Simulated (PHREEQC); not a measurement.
# Reverse-osmosis permeate (model solution)

Synthetic water in mg/L, 90 °C, pH 6.06, pe -1.7:

| constituent | mg/L |
|---|---|
| Na | 0.435 |
| K | 0.0792 |
| Ca | 1.29 |
| Mg | 0.291 |
| Cl | 0.358 |
| S(6) as SO4 | 2 |
| Alkalinity as HCO3 | 3.43 |
| Si as SiO2 | 0.00446 |
| B | 0.000401 |
| Fe(2) | 0.00194 |

Valence states are taken as typed.

Model: ion-association model, wateq4f.dat, run in PHREEQC.

No solid was allowed to form.

Task: Estimate the charge-balance error.

Result: charge-balance error 0.6 %.

Task: In which forms is Mg present?

Result: Mg+2 98 %, MgSO4 1.6 % of the Mg.

Complexes and solids missing from the database can't appear. Constants without temperature data keep their 25 °C values here.
